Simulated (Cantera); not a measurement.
Moist CO burnout

An isothermal, constant-pressure homogeneous reactor starts with CO : O₂ : H₂O : N₂ = 0.0055 : 0.013 : 0.063 : 1 (molar parts), equivalence ratio 0.21, at 1475 K and 1.00 bar.

Cantera simulation using GRI-Mech 3.0 (53 species, 325 reactions); the numbers are that mechanism's predictions, not measurements.

| t (s) | x CO | x O₂ | x H₂O | x NO₂ | x H₂O₂ | x NO | x HO₂ |
|---|---|---|---|---|---|---|---|
| 4.00e-6 | 0.00509 | 0.0120 | 0.0583 | <1e-12 | <1e-12 | <1e-12 | 3.36e-10 |
| 1.02e-5 | 0.00509 | 0.0120 | 0.0583 | <1e-12 | 3.15e-12 | <1e-12 | 8.41e-10 |
| 2.61e-5 | 0.00509 | 0.0120 | 0.0583 | <1e-12 | 1.17e-11 | <1e-12 | 2.06e-9 |
| 6.66e-5 | 0.00509 | 0.0120 | 0.0583 | <1e-12 | 3.25e-11 | <1e-12 | 4.78e-9 |
| 0.000170 | 0.00509 | 0.0120 | 0.0583 | <1e-12 | 7.79e-11 | <1e-12 | 1.09e-8 |
| 0.000434 | 0.00508 | 0.0120 | 0.0583 | <1e-12 | 4.38e-10 | <1e-12 | 6.15e-8 |
| 0.00111 | 0.00417 | 0.0116 | 0.0577 | 1.13e-12 | 1.26e-7 | 1.67e-9 | 2.26e-6 |
| 0.00283 | 0.000310 | 0.00969 | 0.0577 | 1.36e-10 | 1.58e-7 | 2.03e-7 | 1.89e-6 |
| 0.00722 | 2.89e-5 | 0.00949 | 0.0583 | 4.63e-10 | 3.76e-8 | 2.50e-7 | 4.27e-7 |
| 0.0184 | 3.89e-6 | 0.00949 | 0.0584 | 5.64e-10 | 9.24e-9 | 2.58e-7 | 8.43e-8 |
| 0.0471 | 7.40e-7 | 0.00949 | 0.0584 | 4.17e-10 | 2.89e-9 | 2.62e-7 | 2.46e-8 |
| 0.120 | 2.52e-7 | 0.00950 | 0.0584 | 3.35e-10 | 1.32e-9 | 2.63e-7 | 1.37e-8 |
| 0.307 | 1.79e-7 | 0.00950 | 0.0584 | 3.24e-10 | 1.03e-9 | 2.64e-7 | 1.22e-8 |
| 0.783 | 1.76e-7 | 0.00950 | 0.0584 | 3.26e-10 | 1.02e-9 | 2.66e-7 | 1.21e-8 |
| 2.00 | 1.76e-7 | 0.00950 | 0.0584 | 3.32e-10 | 1.02e-9 | 2.71e-7 | 1.21e-8 |
x: mole fraction; the columns are a selection and need not sum to one.

Equilibrium at this temperature and pressure: CO 1.77e-7, O₂ 0.00937, H₂O 0.0584, NO₂ 3.03e-7, H₂O₂ 1.01e-9, NO 0.000249, HO₂ 1.20e-8 (gas phase only).
